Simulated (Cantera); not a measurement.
Abatement and gas-phase synthesis: S + SO2 + N2

Input: 1 mol S, 0.15 mol SO2, 0.3 mol N2, at 13.3 mbar.

Method: chemical equilibrium by Gibbs-energy minimisation in Cantera with the NASA 1993 tables (ideal gas, pure condensed phases). Candidate condensed phases: S; 17 gas species. Kinetics and transport are ignored.

```
T (K)   x S2   x N2  x SO2     x SO
-----  -----  -----  -----  -------
1423   0.522  0.316  0.153  0.00497
1473   0.521  0.316  0.152  0.00701
1523   0.520  0.315  0.151  0.00966
1573   0.518  0.315  0.149   0.0130
1623   0.517  0.315  0.147   0.0172
1673   0.514  0.314  0.144   0.0222
1723   0.511  0.313  0.141   0.0282
1773   0.508  0.313  0.137   0.0353
1823   0.503  0.312  0.132   0.0434
1873   0.498  0.311  0.127   0.0525
```
x: gas mole fraction; nothing condenses.

From 1423 K to 1873 K nothing is condensed.
